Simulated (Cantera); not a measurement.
An isothermal, constant-pressure homogeneous reactor starts with N2O = 1 (molar parts), at 1150 K and 0.200 bar. Integrator tolerance rtol = 1e-08.

Cantera simulation using GRI-Mech 3.0 (53 species, 325 reactions); the numbers are that mechanism's predictions, not measurements. GRI-Mech 3.0 was tuned for natural gas; its chemistry of N2O as a main component is partial and can be far from experiment. The mechanism lacks the step 2 NO + O2 → 2 NO2, which can matter for NO2 below about 1400 K. The temperature is held fixed by assumption; the heat of reaction is taken as removed at once.

Question: What does this change do: temperature 1150 to 1350 K?

Answer: 
```json
[
 {"quantity": "x(N2O) at 2.00 s", "before": "0.876 (gas-phase equilibrium 4.55e-9)", "after": "0.0458 (gas-phase equilibrium 1.68e-8)"},
 {"quantity": "x(NO2) at 2.00 s", "before": "1.64e-5 (gas-phase equilibrium 1.87e-6)", "after": "0.000202 (gas-phase equilibrium 3.15e-6)"},
 {"quantity": "x(NO) at 2.00 s", "before": "0.00705 (gas-phase equilibrium 0.000153)", "after": "0.103 (gas-phase equilibrium 0.000630)"},
 {"quantity": "x(N2) at 2.00 s", "before": "0.0793 (gas-phase equilibrium 0.667)", "after": "0.585 (gas-phase equilibrium 0.666)"},
 {"quantity": "x(O2) at 2.00 s", "before": "0.0379 (gas-phase equilibrium 0.333)", "after": "0.267 (gas-phase equilibrium 0.333)"},
 {"quantity": "x(O) at 2.00 s", "before": "7.92e-7 (gas-phase equilibrium 1.08e-8)", "after": "6.92e-6 (gas-phase equilibrium 5.48e-7)"}
]
```

Question: What does this change do: pressure from 0.200 bar to 1.10 bar?

Answer: 
```tsv
quantity	before	after
x(N2O) at 2.00 s	0.876 (gas-phase equilibrium 4.55e-9)	0.549 (gas-phase equilibrium 1.07e-8)
x(NO2) at 2.00 s	1.64e-5 (gas-phase equilibrium 1.87e-6)	0.000318 (gas-phase equilibrium 4.38e-6)
x(NO) at 2.00 s	0.00705 (gas-phase equilibrium 0.000153)	0.0236 (gas-phase equilibrium 0.000153)
x(N2) at 2.00 s	0.0793 (gas-phase equilibrium 0.667)	0.289 (gas-phase equilibrium 0.667)
x(O2) at 2.00 s	0.0379 (gas-phase equilibrium 0.333)	0.138 (gas-phase equilibrium 0.333)
x(O) at 2.00 s	7.92e-7 (gas-phase equilibrium 1.08e-8)	5.53e-7 (gas-phase equilibrium 4.60e-9)
```

Question: What does this change do: pressure from 0.200 bar to 4.95 Torr?

Answer: 
| quantity | before | after |
|---|---|---|
| x(N2O) at 2.00 s | 0.876 (gas-phase equilibrium 4.55e-9) | 0.995 (gas-phase equilibrium 8.27e-10) |
| x(NO2) at 2.00 s | 1.64e-5 (gas-phase equilibrium 1.87e-6) | 4.41e-9 (gas-phase equilibrium 3.39e-7) |
| x(NO) at 2.00 s | 0.00705 (gas-phase equilibrium 0.000153) | 0.000258 (gas-phase equilibrium 0.000153) |
| x(N2) at 2.00 s | 0.0793 (gas-phase equilibrium 0.667) | 0.00289 (gas-phase equilibrium 0.667) |
| x(O2) at 2.00 s | 0.0379 (gas-phase equilibrium 0.333) | 0.00138 (gas-phase equilibrium 0.333) |
| x(O) at 2.00 s | 7.92e-7 (gas-phase equilibrium 1.08e-8) | 8.12e-7 (gas-phase equilibrium 5.95e-8) |
Radical loss at walls, strong at low pressure, is not modelled.
